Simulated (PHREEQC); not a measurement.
# Brine: speciation

Make-up at 25 °C and 50 atm: 2.9 mol/kgw LiCl and 1.4 mol/kgw Na2SO4. Closed to the air; pH follows from the charge balance.

Model: Pitzer model, pitzer.dat, run in PHREEQC.

The ionic strength is 7.10 mol/kgw. The activity of water comes out as 0.803, the density comes out as 1.197 g/cm³ and the osmotic coefficient is 1.215.

```json
[
 {"species": "Cl-", "molality": "2.90", "activity": "1.85", "log γ": "-0.194"},
 {"species": "Li+", "molality": "2.90", "activity": "8.58", "log γ": "0.471"},
 {"species": "Na+", "molality": "2.80", "activity": "3.72", "log γ": "0.124"},
 {"species": "SO4-2", "molality": "1.40", "activity": "0.0108", "log γ": "-2.114"},
 {"species": "OH-", "molality": "5.63e-7", "activity": "9.81e-8", "log γ": "-0.759"},
 {"species": "HSO4-", "molality": "5.35e-7", "activity": "8.45e-8", "log γ": "-0.801"},
 {"species": "H+", "molality": "2.84e-8", "activity": "8.49e-8", "log γ": "0.475"}
]
```

No solid was allowed to form. Under pressure, the constants of complexes without a molar volume in the database are unreliable.
